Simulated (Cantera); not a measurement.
An isothermal, constant-pressure homogeneous reactor starts with 0.704 % H₂, 70.4 % O₂, 28.9 % N₂, equivalence ratio 0.0050, at 1350 K and 0.00200 bar.

Detailed kinetics in Cantera: the H2/O2 subset of GRI-Mech 3.0, which has no nitrogen chemistry. Radical loss at walls, strong at low pressure, is not modelled.

Task: Predict: x(H₂) at 1.00 s; x(O₂) at 1.00 s; x(H₂O) at 1.00 s; x(O) at 1.00 s; x(HO₂) at 1.00 s; x(OH) at 1.00 s; x(H) at 1.00 s.

Result: x(H₂) at 1.00 s: 2.70e-5 (gas-phase equilibrium 3.86e-8)
x(O₂) at 1.00 s: 0.698 (gas-phase equilibrium 0.703)
x(H₂O) at 1.00 s: 0.00650 (gas-phase equilibrium 0.00705)
x(O) at 1.00 s: 0.00598 (gas-phase equilibrium 7.96e-6)
x(HO₂) at 1.00 s: 5.31e-8 (gas-phase equilibrium 8.22e-9)
x(OH) at 1.00 s: 0.000822 (gas-phase equilibrium 3.12e-5)
x(H) at 1.00 s: 0.000210 (gas-phase equilibrium 1.05e-8)
